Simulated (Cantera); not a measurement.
Feed: 1 mol toluene, 0.014 mol NH3, 31 mol N2, held at 9400000 Pa.

Cantera equilibrium calculation (NASA polynomials, part measured and part estimated; ideal gas, pure solids and liquids). Candidate condensed phases: C, C6H6, C7H8, C8H18; 92 gas species. The ideal-gas law is rough above about 30 bar. Kinetics and transport are ignored.

### Question
What share of the C ends up in condensed phases as a function of T (K), at 1973, 2048, 2123, 2198, 2273, 2348, 2423, 2498, 2573, 2648, 2723, 2798, 2873, 2948?

### Answer
```tsv
T (K)	C condensed (%)	as
1973	97.5	C(graphite)
2048	96.7	C(graphite)
2123	95.7	C(graphite)
2198	94.5	C(graphite)
2273	93.1	C(graphite)
2348	91.4	C(graphite)
2423	89.3	C(graphite)
2498	87.0	C(graphite)
2573	84.4	C(graphite)
2648	81.4	C(graphite)
2723	78.1	C(graphite)
2798	74.5	C(graphite)
2873	70.6	C(graphite)
2948	66.4	C(graphite)
```
